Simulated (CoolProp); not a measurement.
Dodecamethylpentasiloxane (MD3M) along the isotherm 346.85 °C: Z from the reference equation and from simpler models built on Tc = 354.9 °C, pc = 0.9540 MPa, ω = 0.730; each cubic takes its own stable root.

Computed with CoolProp (reference Helmholtz-energy equation of state, Thol 2019).

```tsv
p (MPa)	phase	reference
0.179	gas	0.9239
0.358	gas	0.8384
0.537	gas	0.7381
0.715	gas	0.6082
0.894	liquid	0.1599
1.07	liquid	0.1794
1.25	liquid	0.2023
1.43	liquid	0.2257
```

**Question.** How far does each simpler model (van der Waals, Redlich-Kwong, Soave-Redlich-Kwong, Peng-Robinson) lie from the reference over these 8 states: mean and median of the absolute difference, and the worst?

**Answer.** 
- van der Waals: mean 50.8 %, median 32.9 %, worst +212.3 % at 346.85 °C and 0.894 MPa
- Redlich-Kwong: mean 17.6 %, median 15.4 %, worst +46.2 % at 346.85 °C and 0.894 MPa
- Soave-Redlich-Kwong: mean 13.8 %, median 13.0 %, worst +31.1 % at 346.85 °C and 0.894 MPa
- Peng-Robinson: mean 6.4 %, median 4.8 %, worst +17.9 % at 346.85 °C and 0.894 MPa
